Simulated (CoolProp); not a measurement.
Vapour-liquid equilibrium of acetone (1) + cyclohexane (2) at 0.794 MPa; x and y are mole fractions of (1).

Computed with CoolProp (multi-fluid Helmholtz-energy mixture model, Lemmon 2006 and Zhou 2014; pair parameters Bell 2016).

### Question
Give the bubble temperature and the first vapour's composition at x = 0.05, 0.65, 0.8. Is there an azeotrope?

### Answer
x = 0.05: 159.1 °C, y = 0.180; x = 0.65: 131.7 °C, y = 0.712; x = 0.8: 130.8 °C, y = 0.805. y crosses x between x = 0.8 and 0.95: the model has an azeotrope there.

Pair parameters are fitted to limited data, so mixtures are less certain than the pure fluids.
